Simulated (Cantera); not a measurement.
Cantera run:

```python
import numpy as np
import cantera as ct

gas_names = """
    AL ALH ALN ALO ALOH ALO2 ALO2H AL2 AL2O AL2O2 H HALO HNO HNO2 HNO3 HO2 H2 H2O H2O2 N NH NH2 NH3
    NH2OH NO NO2 NO3 N2 N2H2 N2H4 N2O O OH O2 O3
""".split()
cond_names = """
    AL(cr) AL(L) ALN(s) AL2O3(a) AL2O3(L) H2O(s) H2O(L)
""".split()


def load(file, names, dense=False):
    # The tables refer to 1 bar. Condensed volumes are neglected.
    table = {s.name: s for s in ct.Species.list_from_file(file)}
    out = []
    for n in names:
        d = dict(table[n].input_data)
        d["thermo"] = dict(d["thermo"], **{"reference-pressure": 1e5})
        if dense:
            d["equation-of-state"] = {"model": "constant-volume", "density": "1e6 g/cm^3"}
        out.append(ct.Species.from_dict(d))
    return out


gas = ct.Solution(thermo="ideal-gas", species=load("nasa_gas.yaml", gas_names))
cond = {s.name: ct.Solution(thermo="fixed-stoichiometry", species=[s], name=s.name)
        for s in load("nasa_condensed.yaml", cond_names, dense=True)}
atoms = {
    'AlN': {'AL': 1, 'N': 1},
    'H2O': {'H': 2, 'O': 1},
    'N2': {'N': 2},
}
top_T = {'ALN(s)': 2750}  # K; cautious upper limits of use, not melting points


def equilibrate(T, P, feed):
    n = {}
    for name, mol in feed.items():
        for a, k in atoms[name].items():
            n[a] = n.get(a, 0.0) + k * mol
    gas.TPX = T, P, n
    mass = sum(n.values()) * gas.mean_molecular_weight
    gas.equilibrate("TP")
    valid = [c for c in cond.values() if c.min_temp <= T <= top_T.get(c.name, c.max_temp)]
    mix = ct.Mixture([(gas, mass / gas.mean_molecular_weight)] + [(c, 0.0) for c in valid])
    mix.T, mix.P = T, P
    mix.equilibrate("TP", solver="vcs", rtol=1e-11, max_steps=5000)
    return mix


results = []
feed = {'AlN': 1, 'H2O': 0.77, 'N2': 73}  # mol
T = 2148  # K
P = 72000  # Pa
mix = equilibrate(T, P, feed)
results.append((T, P, feed, dict(zip(mix.species_names, mix.species_moles))))
x = sorted(zip(gas.X, gas.species_names), reverse=True)
print(f"T = {T:g} K  P = {P:g} Pa  gas = {mix.phase_moles(0):.4g} mol")
print("   x: " + "  ".join(f"{s} {v:.3e}" for v, s in x if v > 0.001))
print("   condensed (mol): " + ("  ".join(f"{mix.phase(i).name} {mix.phase_moles(i):.4g}"
      for i in range(1, mix.n_phases) if mix.phase_moles(i) > 1e-12) or "none"))
```

Output:

```
T = 2148 K  P = 72000 Pa  gas = 74.14 mol
   x: N2 9.885e-01  H2 1.013e-02
   condensed (mol): ALN(s) 0.4154  AL2O3(a) 0.2474
```

These are equilibrium values from Cantera (NASA tables, ideal gas, pure condensed phases), not measurements of a reactor. Mutual solubility and eutectic melting of coexisting phases are not modelled. Condensed phases not in the tables: aluminium oxynitride.
